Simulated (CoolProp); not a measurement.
n-hexane at several states: density (kg/m³) from the reference equation and from simpler models built on Tc = 234.7 °C, pc = 3.044 MPa, ω = 0.300; each cubic takes its own stable root.

Model: reference Helmholtz-energy equation of state, Thol 2019, in CoolProp.

```csv
T (°C),p (MPa),phase,reference
61.05,0.0439,gas,1.393
162.95,2.76,liquid,511.6
-17.25,0.0933,liquid,692.2
```

Q: How far does each simpler model (van der Waals, Redlich-Kwong, Peng-Robinson) lie from the reference over these 3 states: mean and median of the absolute difference, and the worst?

A: 
- van der Waals: mean 27.2 %, median 39.2 %, worst -41.3 % at -17.25 °C and 0.0933 MPa
- Redlich-Kwong: mean 10.1 %, median 12.8 %, worst -16.7 % at 162.95 °C and 2.76 MPa
- Peng-Robinson: mean 0.6 %, median 0.7 %, worst -0.8 % at 162.95 °C and 2.76 MPa
